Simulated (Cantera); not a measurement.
**Thermodynamics of silicon oxide and oxynitride deposition, feed SiF4 + NO + H2**

Charge: 1 mol SiF4, 4.6 mol NO, 84 mol H2, held at 0.100 bar.

Equilibrium computed with Cantera from the NASA thermochemical tables; the gas is ideal and each condensed phase is pure. Candidate condensed phases: H2O, Si, SiO2, Si2N2O, Si3N4; 58 gas species. The tables hold silica as quartz up to 1696 K and as liquid above; real silica turns to tridymite and cristobalite and melts near 1996 K. Equilibrium is a limit: real reactors are often held back by kinetics, nucleation or transport.

```tsv
T (K)	x H2	x HF	x H2O	x N2	n SiO2(α-quartz)	n SiO2(β-quartz)	n SiO2(condensed)
823	0.903	0.0296	0.0375	0.0261	0.650	0	0
923	0.901	0.0368	0.0338	0.0261	0	0.810	0
1023	0.900	0.0413	0.0315	0.0261	0	0.911	0
1123	0.900	0.0436	0.0303	0.0261	0	0.962	0
1223	0.899	0.0446	0.0298	0.0261	0	0.983	0
1323	0.899	0.0450	0.0296	0.0260	0	0.992	0
1423	0.899	0.0451	0.0295	0.0260	0	0.996	0
1523	0.899	0.0452	0.0295	0.0260	0	0.998	0
1623	0.899	0.0452	0.0295	0.0260	0	0.997	0
1723	0.898	0.0452	0.0296	0.0260	0	0	0.987
```
x: gas mole fraction; n: condensed amount in mol.

At 823 K the condensed part is SiO2(α-quartz). From 923 K to 1623 K the condensed part is SiO2(β-quartz). At 1723 K the condensed part is SiO2(condensed). The main Si-bearing gas is SiF4 at 823 K and SiO at 1723 K. The share of Si in condensed phases is highest at 1523 K (99.8 %) and lowest at 823 K (65.0 %).
